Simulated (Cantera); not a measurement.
A closed system holds: 1 mol BN, 1.4 mol F₂, 14 mol N₂, at 1.33 mbar.

Cantera equilibrium calculation (NASA polynomials, part measured and part estimated; ideal gas, pure solids and liquids). Candidate condensed phases: B, BN; 13 gas species. Equilibrium is a limit: real reactors are often held back by kinetics, nucleation or transport. All values below are at 748 K.

Base state: N₂ 0.939, BF₃ 0.0606 (mole fractions); condensed: BN(s).

Problem. What changes in the equilibrium state with this change: 0.071 mol H₂O added?

Solution. 
```tsv
species	before	after
N₂	0.939	0.935
BF₃	0.0606	0.0586
H₂	0	0.00435
B₃O₃F₃	0	0.00153
HF	0	0.000451
BN(s), mol	0.0667	0.0217
```
Further candidate phases: B₂O₃, B₃O₃H₃, H₂O.
